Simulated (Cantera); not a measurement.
A Cantera script and its output.

```python
import numpy as np
import cantera as ct

gas = ct.Solution("gri30.yaml")


def delay(T, t_max=10):
    gas.TPX = T, 2500000, {'H2': 1, 'O2': 0.227, 'N2': 0.855, 'H2O': 0.075}
    reactor = ct.IdealGasConstPressureReactor(gas, clone=False)
    net = ct.ReactorNet([reactor])
    net.rtol, net.atol = 1e-8, 1e-16
    while net.time < t_max:
        t_old, T_old = net.time, reactor.T
        net.step()
        if reactor.T > T + 400:  # ignition: a rise of 400 K
            return t_old + (T + 400 - T_old) / (reactor.T - T_old) * (net.time - t_old)
    return np.nan


taus = []
for T in [850, 950, 1050, 1150, 1250, 1350, 1450, 1550, 1650]:
    taus.append(delay(T))
    print(f"T0 = {T:6g} K   tau = {taus[-1]:.4e} s")
```

It prints:

```
T0 =    850 K   tau = 1.9025e-01 s
T0 =    950 K   tau = 1.2532e-02 s
T0 =   1050 K   tau = 1.4465e-03 s
T0 =   1150 K   tau = 2.3796e-04 s
T0 =   1250 K   tau = 4.7386e-05 s
T0 =   1350 K   tau = 9.8025e-06 s
T0 =   1450 K   tau = 2.1284e-06 s
T0 =   1550 K   tau = 8.2394e-07 s
T0 =   1650 K   tau = 4.8937e-07 s
```

Computed with Cantera and GRI-Mech 3.0 (53 species, 325 reactions). The hydrogen kinetics of GRI-Mech 3.0 are dated; newer H2 mechanisms differ, most at raised pressure. The pressure lies above the range GRI-Mech 3.0 was tuned for (to about 10 atm). Below about 950 K walls govern HO2 and H2O2 in real vessels.
